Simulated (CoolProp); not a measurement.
Vapour-liquid equilibrium of fluoroethane (R161) (1) + R1234yf (2) at 284.4 K; x and y are mole fractions of (1).

Computed with CoolProp (multi-fluid Helmholtz-energy mixture model, Wu 2012 and Lemmon 2022; pair parameters Bell 2016).

```csv
x,bubble pressure (MPa),y at the bubble point,dew pressure at overall composition x (MPa),liquid density (mol/L)
0.05,0.4660,0.069,0.4630,10.18
0.15,0.4875,0.198,0.4794,10.57
0.25,0.5081,0.315,0.4966,10.98
0.35,0.5275,0.422,0.5144,11.43
0.45,0.5458,0.522,0.5327,11.91
0.55,0.5629,0.615,0.5511,12.43
0.65,0.5786,0.703,0.5692,12.99
0.75,0.5930,0.789,0.5866,13.60
0.85,0.6061,0.873,0.6026,14.26
0.95,0.6177,0.957,0.6168,14.98
```

No azeotrope shows between x = 0.05 and 0.95.

The pair parameters rest on a limited set of measurements; away from them the model extrapolates.
